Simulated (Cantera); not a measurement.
Feed: 1 mol ZrO2, 730 mol H2.

These are equilibrium values from Cantera (NASA tables, ideal gas, pure condensed phases), not measurements of a reactor. Candidate condensed phases: H2O, Zr, ZrO2; 12 gas species. Mutual solubility and eutectic melting of coexisting phases are not modelled. Condensed phases not in the tables: N, O or C dissolved in the metal. Kinetics and transport are ignored.

### Question
What condenses at these points (T in K, P in Pa): (1875, 22000); (1775, 1000000); (1625, 10); (1925, 280000); (1775, 36)?

### Answer
```json
[
 {"T (K)": "1875", "P in Pa": "22000", "condensed phases": "Zr + ZrO2", "Zr condensed (%)": "100.0"},
 {"T (K)": "1775", "P in Pa": "1000000", "condensed phases": "ZrO2", "Zr condensed (%)": "100.0"},
 {"T (K)": "1625", "P in Pa": "10", "condensed phases": "ZrO2", "Zr condensed (%)": "100.0"},
 {"T (K)": "1925", "P in Pa": "280000", "condensed phases": "Zr + ZrO2", "Zr condensed (%)": "100.0"},
 {"T (K)": "1775", "P in Pa": "36", "condensed phases": "ZrO2", "Zr condensed (%)": "100.0"}
]
```
